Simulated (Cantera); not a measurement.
Input (Python, Cantera):

```python
import numpy as np
import cantera as ct

gas = ct.Solution("SiF4_NH3_mec.yaml", "gas")
gas.TPX = 2075, 58000, {'NH3': 1, 'H2': 1.2, 'N2': 0.16}
reactor = ct.IdealGasConstPressureReactor(gas, energy="off", clone=False)
net = ct.ReactorNet([reactor])
net.rtol, net.atol = 1e-08, 1e-18
show = ['NH3', 'H2', 'N2', 'N2H2', 'H', 'NH2', 'N2H4']
times = np.geomspace(4e-06, 300, 10)

steps = ct.SolutionArray(gas, extra=["t"])
rows = []
print(f"{'t/s':>10s}{'T/K':>9s}{'P/Pa':>11s}" + "".join(f"{s:>11s}" for s in show))
for t in times:
    while net.time < t:
        t_next = net.step()
        steps.append(gas.state, t=t_next)
    rows.append([np.interp(t, steps.t, y) for y in (steps.T, steps.P, *steps(*show).X.T)])
    print(f"{t:10.3e}{rows[-1][0]:9.1f}{rows[-1][1]:11.4g}" + "".join(f"{x:11.3e}" for x in rows[-1][2:]))
rate = np.gradient(steps.T, steps.t)
print("integrator steps:", len(steps.t))
if steps.T.max() > steps.T[0] + 200:
    print(f"time of steepest temperature rise: {steps.t[rate.argmax()]:.4e} s")
gas.TPX = 2075, 58000, {'NH3': 1, 'H2': 1.2, 'N2': 0.16}
gas.equilibrate("TP")
print(f"equilibrium (TP): T = {gas.T:.1f} K  " + "  ".join(f"{s} {gas[s].X[0]:.3e}" for s in show))
```

It prints:

```
       t/s      T/K       P/Pa        NH3         H2         N2       N2H2          H        NH2       N2H4
 4.000e-06   2075.0    5.8e+04  4.237e-01  5.085e-01  6.780e-02  9.702e-10  1.351e-05  3.263e-05  1.520e-10
 3.000e-05   2075.0    5.8e+04  4.234e-01  5.085e-01  6.779e-02  1.039e-07  9.827e-05  2.432e-04  8.788e-09
 2.249e-04   2075.0    5.8e+04  4.208e-01  5.096e-01  6.824e-02  3.240e-06  3.936e-04  9.668e-04  1.395e-07
 1.687e-03   2075.0    5.8e+04  3.984e-01  5.251e-01  7.502e-02  3.217e-06  4.234e-04  9.557e-04  1.363e-07
 1.265e-02   2075.0    5.8e+04  2.715e-01  6.135e-01  1.136e-01  1.970e-06  5.604e-04  7.384e-04  8.137e-08
 9.486e-02   2075.0    5.8e+04  2.814e-02  7.825e-01  1.877e-01  1.393e-07  1.483e-03  1.591e-04  3.771e-09
 7.114e-01   2075.0    5.8e+04  2.186e-04  8.006e-01  1.961e-01  6.172e-11  3.146e-03  2.564e-06  9.761e-13
 5.335e+00   2075.0    5.8e+04  2.259e-05  8.007e-01  1.961e-01  1.071e-12  3.150e-03  2.653e-07  1.045e-14
 4.001e+01   2075.0    5.8e+04  4.038e-06  8.007e-01  1.961e-01  4.355e-13  3.150e-03  4.741e-08  3.353e-16
 3.000e+02   2075.0    5.8e+04  3.272e-06  8.007e-01  1.961e-01  4.283e-13  3.150e-03  3.841e-08  2.206e-16
integrator steps: 1469
equilibrium (TP): T = 2075.0 K  NH3 3.272e-06  H2 8.007e-01  N2 1.961e-01  N2H2 4.283e-13  H 3.150e-03  NH2 3.841e-08  N2H4 2.206e-16
```

Detailed kinetics in Cantera: the gas-phase N/H chemistry of the illustrative SiF4/NH3 mechanism in the Surface Chemkin manual (1991). Walls and surfaces, which speed up NH3 decomposition in real reactors, are not modelled.
